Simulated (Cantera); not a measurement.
Cantera run, input and output.

```python
import numpy as np
import cantera as ct

gas = ct.Solution("gri30.yaml")
gas.TPX = 1925, 24000, {'CH4': 1, 'H2O': 2.8, 'N2': 0.12}
inlet = ct.Reservoir(gas, clone=True)

reactor = ct.IdealGasConstPressureReactor(gas, energy="off", clone=False)
exhaust = ct.Reservoir(gas, clone=True)
tau = [10, 1.7, 0.3, 0.052, 0.0089, 0.0015, 0.00026][0]
for a, b in ((inlet, reactor), (reactor, exhaust)):
    ct.MassFlowController(a, b, mdot=lambda t: reactor.mass / tau)
net = ct.ReactorNet([reactor])
show = ['CH4', 'H2O', 'CH2', 'HCO', 'O', 'H2O2']

rows = []
print(f"{'tau/s':>10s}{'T/K':>9s}" + "".join(f"{s:>11s}" for s in show))
for tau in [10, 1.7, 0.3, 0.052, 0.0089, 0.0015, 0.00026]:
    net.initial_time = 0.0
    net.advance(30 * tau)
    before = gas.X
    net.advance(40 * tau)
    drift = np.max(np.abs(gas.X - before) / (gas.X + 1e-9))
    rows.append([gas.T, *gas[show].X, drift])
    print(f"{tau:10.3e}{gas.T:9.1f}" + "".join(f"{x:11.3e}" for x in gas[show].X))
```

Output:

```
     tau/s      T/K        CH4        H2O        CH2        HCO          O       H2O2
 1.000e+01   1925.0  5.724e-04  2.859e-01  9.002e-08  2.308e-08  1.227e-07  3.275e-11
 1.700e+00   1925.0  2.600e-03  2.911e-01  4.137e-07  3.106e-08  1.226e-07  3.381e-11
 3.000e-01   1925.0  8.200e-03  3.169e-01  1.395e-06  5.507e-08  1.249e-07  4.127e-11
 5.200e-02   1925.0  1.977e-02  3.948e-01  3.760e-06  1.184e-07  1.264e-07  6.958e-11
 8.900e-03   1925.0  4.299e-02  5.115e-01  8.179e-06  2.606e-07  1.267e-07  1.248e-10
 1.500e-03   1925.0  9.617e-02  6.071e-01  1.367e-05  4.776e-07  1.319e-07  1.601e-10
 2.600e-04   1925.0  1.852e-01  6.785e-01  1.560e-05  5.317e-07  1.404e-07  1.405e-10
```

Model: GRI-Mech 3.0 (53 species, 325 reactions), integrated in Cantera.
